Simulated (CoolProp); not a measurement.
Acetone along the isotherm 276.85 °C: Z from the reference equation and from simpler models built on Tc = 235.0 °C, pc = 4692 kPa, ω = 0.307; each cubic takes its own stable root.

Model: reference Helmholtz-energy equation of state, Lemmon 2006, in CoolProp. It is a short technical equation, of lower accuracy than the large ones.

```json
[
 {"p (kPa)": "156", "phase": "gas", "reference": "0.9900", "van der Waals": "0.9918", "Redlich-Kwong": "0.9910"},
 {"p (kPa)": "313", "phase": "gas", "reference": "0.9799", "van der Waals": "0.9835", "Redlich-Kwong": "0.9818"},
 {"p (kPa)": "469", "phase": "gas", "reference": "0.9698", "van der Waals": "0.9751", "Redlich-Kwong": "0.9726"},
 {"p (kPa)": "626", "phase": "gas", "reference": "0.9596", "van der Waals": "0.9665", "Redlich-Kwong": "0.9632"},
 {"p (kPa)": "782", "phase": "gas", "reference": "0.9493", "van der Waals": "0.9579", "Redlich-Kwong": "0.9538"},
 {"p (kPa)": "938", "phase": "gas", "reference": "0.9390", "van der Waals": "0.9491", "Redlich-Kwong": "0.9442"},
 {"p (kPa)": "1090", "phase": "gas", "reference": "0.9289", "van der Waals": "0.9404", "Redlich-Kwong": "0.9349"},
 {"p (kPa)": "1250", "phase": "gas", "reference": "0.9181", "van der Waals": "0.9312", "Redlich-Kwong": "0.9249"},
 {"p (kPa)": "1410", "phase": "gas", "reference": "0.9073", "van der Waals": "0.9217", "Redlich-Kwong": "0.9148"},
 {"p (kPa)": "1560", "phase": "gas", "reference": "0.8970", "van der Waals": "0.9128", "Redlich-Kwong": "0.9052"},
 {"p (kPa)": "1720", "phase": "gas", "reference": "0.8860", "van der Waals": "0.9030", "Redlich-Kwong": "0.8948"},
 {"p (kPa)": "1880", "phase": "gas", "reference": "0.8749", "van der Waals": "0.8931", "Redlich-Kwong": "0.8843"},
 {"p (kPa)": "2030", "phase": "gas", "reference": "0.8644", "van der Waals": "0.8837", "Redlich-Kwong": "0.8743"},
 {"p (kPa)": "2190", "phase": "gas", "reference": "0.8531", "van der Waals": "0.8734", "Redlich-Kwong": "0.8636"},
 {"p (kPa)": "2350", "phase": "gas", "reference": "0.8416", "van der Waals": "0.8629", "Redlich-Kwong": "0.8526"}
]
```
